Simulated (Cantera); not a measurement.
## Silicon epitaxy and polysilicon growth: SiCl4 + HCl + H2

Feed: 1 mol SiCl4, 0.16 mol HCl, 550 mol H2, equilibrated at 1748.15 K.

These are equilibrium values from Cantera (NASA tables, ideal gas, pure condensed phases), not measurements of a reactor. Candidate condensed phases: Si; 19 gas species. The tables' values for SiCl are old estimates; treat these amounts as uncertain. Gases not in the tables: Si2H6 and higher silanes. Kinetics and transport are ignored.

From 0.00100 bar to 2.00 bar the condensed part is Si(l). The main Si-bearing gas is Si at 0.00100 bar and SiCl2 at 2.00 bar. The share of Si in condensed phases is highest at 0.440 bar (88.7 %) and lowest at 0.00100 bar (1.8 %).

```
P (Pa)  log p H2  log p HCl  log p H  log p Si  log p SiCl2  log p SiH  n Si(l)
------  --------  ---------  -------  --------  -----------  ---------  -------
100        -3.01      -5.15    -5.14     -5.84        -6.77      -7.22   0.0181
460        -2.34      -4.48    -4.81     -5.84        -6.10      -6.88    0.690
2100       -1.68      -3.82    -4.48     -5.84        -5.44      -6.55    0.842
9600       -1.02      -3.16    -4.15     -5.84        -4.78      -6.22    0.879
44000      -0.36      -2.50    -3.82     -5.84        -4.12      -5.89    0.887
200000      0.30      -1.84    -3.49     -5.84        -3.46      -5.56    0.886
```
log p: log10 of the partial pressure in bar; n: condensed amount in mol.
